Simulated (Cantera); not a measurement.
Mixture: 10.9 % CH₄, 7.73 % H₂, 17.1 % O₂, 64.3 % N₂, equivalence ratio 1.5, at 1.00 atm, adiabatic and at constant volume. Ignition delay is the time to a rise of 400 K.

Detailed kinetics in Cantera: GRI-Mech 3.0 (53 species, 325 reactions).

Question: Predict: delay at 1150 K; delay at 1225 K; delay at 1300 K; delay at 1375 K; delay at 1450 K; apparent activation energy between 1300 and 1450 K.

Answer: 
```json
{
  "delay at 1150 K": "2.61 ms",
  "delay at 1225 K": "1.35 ms",
  "delay at 1300 K": "0.738 ms",
  "delay at 1375 K": "0.423 ms",
  "delay at 1450 K": "0.256 ms",
  "apparent activation energy between 1300 and 1450 K": "110 kJ/mol"
}
```
